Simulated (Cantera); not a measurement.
# Stirred combustor or abatement burner

A perfectly stirred reactor is fed with CH₃OH : O₂ : N₂ = 1 : 2.68 : 10.1 (molar parts), at 7500 Torr; it is adiabatic with a 775 K inlet, and is followed from long to short residence time, starting on the burning branch (τ in s: 0.034, 0.015, 0.0063, 0.0027, 0.0012, 0.0005, 0.00022, 9.3e-05, 4e-05, 1.7e-05, 7.4e-06).

Computed with Cantera and GRI-Mech 3.0 (53 species, 325 reactions). GRI-Mech 3.0 was tuned for natural gas; its chemistry of methanol as a main component is partial and can be far from experiment.

| τ (s) | T (K) | x CH₃OH | x O₂ | x NO | x C₂H₄ | x CO₂ |
|---|---|---|---|---|---|---|
| 0.034 | 2020 | 9.67e-7 | 0.0823 | 0.000210 | <1e-12 | 0.0698 |
| 0.015 | 2019 | 2.08e-6 | 0.0823 | 0.000106 | 2.20e-12 | 0.0697 |
| 0.0063 | 2017 | 4.48e-6 | 0.0824 | 5.73e-5 | 7.54e-12 | 0.0695 |
| 0.0027 | 2013 | 8.99e-6 | 0.0825 | 3.56e-5 | 1.91e-11 | 0.0691 |
| 0.0012 | 2006 | 1.68e-5 | 0.0828 | 2.52e-5 | 3.76e-11 | 0.0685 |
| 0.00050 | 1994 | 3.22e-5 | 0.0832 | 1.84e-5 | 7.03e-11 | 0.0673 |
| 0.00022 | 1975 | 5.93e-5 | 0.0841 | 1.33e-5 | 1.35e-10 | 0.0651 |
| 9.3e-5 | 1940 | 0.000118 | 0.0860 | 8.38e-6 | 3.61e-10 | 0.0610 |
| 4.0e-5 | 1869 | 0.000289 | 0.0907 | 3.60e-6 | 1.70e-9 | 0.0518 |
| 1.7e-5 | 775 | 0.0726 | 0.194 | <1e-12 | <1e-12 | <1e-12 |
| 7.4e-6 | 775 | 0.0726 | 0.194 | <1e-12 | <1e-12 | <1e-12 |
x: mole fraction; the columns are a selection and need not sum to one.
